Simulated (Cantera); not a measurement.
An isothermal, constant-pressure homogeneous reactor starts with 0.621 % C2H6, 99.4 % N2, at 1350 K and 1.88 atm.

Cantera simulation using GRI-Mech 3.0 (53 species, 325 reactions); the numbers are that mechanism's predictions, not measurements. GRI-Mech 3.0 stops at C3 and has no aromatics, soot or wall deposition, so with more carbon than oxygen in the feed, carbon stays in small species such as C2H2 where larger ones or solid carbon would form.

x: mole fraction; the columns are a selection and need not sum to one.

```tsv
t (s)	x C2H6	x H	x C2H4	x CH4	x C2H2
1.00e-5	0.00621	4.27e-8	1.28e-7	1.11e-7	<1e-12
2.98e-5	0.00620	3.59e-7	2.70e-6	9.62e-7	1.19e-10
8.91e-5	0.00613	…	…	…	…
0.000266	0.00574	3.55e-6	0.000408	4.80e-5	2.93e-6
0.000794	0.00455	3.97e-6	0.00147	0.000184	4.55e-5
0.00237	0.00210	4.57e-6	0.00338	0.000531	0.000409
0.00707	0.000263	3.03e-6	0.00371	0.000889	0.00174
0.0211	1.68e-5	9.43e-7	0.00260	0.000974	0.00305
0.0630	1.22e-6	3.00e-7	0.00179	0.000988	0.00386
0.188	3.66e-7	2.03e-7	0.00106	0.000991	0.00459
0.561	1.88e-7	1.82e-7	0.000356	0.000993	0.00529
1.68	1.42e-7	1.76e-7	0.000168	0.000992	0.00548
5.00	1.40e-7	1.76e-7	0.000166	0.000986	0.00548
```

### Question
Complete the blanks.

### Answer

- 8.91e-5, x H: 2.09e-6
- 8.91e-5, x C2H4: 5.15e-5
- 8.91e-5, x CH4: 7.86e-6
- 8.91e-5, x C2H2: 4.21e-8
